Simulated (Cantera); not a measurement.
Feed: 1 mol SiH₂Cl₂, 2.5 mol HCl, 87 mol H₂, equilibrated at 160000 Pa.

Equilibrium computed with Cantera from the NASA thermochemical tables; the gas is ideal and each condensed phase is pure. Candidate condensed phases: Si; 19 gas species. The tables' values for SiCl₃ are old estimates; treat these amounts as uncertain. Equilibrium is a limit: real reactors are often held back by kinetics, nucleation or transport. All values below are at 1398 K.

Base state: H₂ 0.961, HCl 0.0330, SiCl₂ 0.00333, SiHCl₃ 0.00134, SiCl₃ 0.000716, SiCl₄ 0.000657, SiH₂Cl₂ 0.000413, SiH₃Cl 3.65e-5 (mole fractions); condensed: Si(s).

Question: What changes in the equilibrium state with this change: SiH₂Cl₂ replaced by Si₃H₈?

Answer: 
| species | before | after |
|---|---|---|
| H₂ | 0.961 | 0.976 |
| HCl | 0.0330 | 0.0215 |
| SiCl₂ | 0.00333 | 0.00139 |
| SiCl₄ | 0.000657 | 0.000114 |
| SiCl₃ | 0.000716 | 0.000193 |
| Si(s), mol | 0.407 | 2.79 |
The feed counts by its element totals alone.
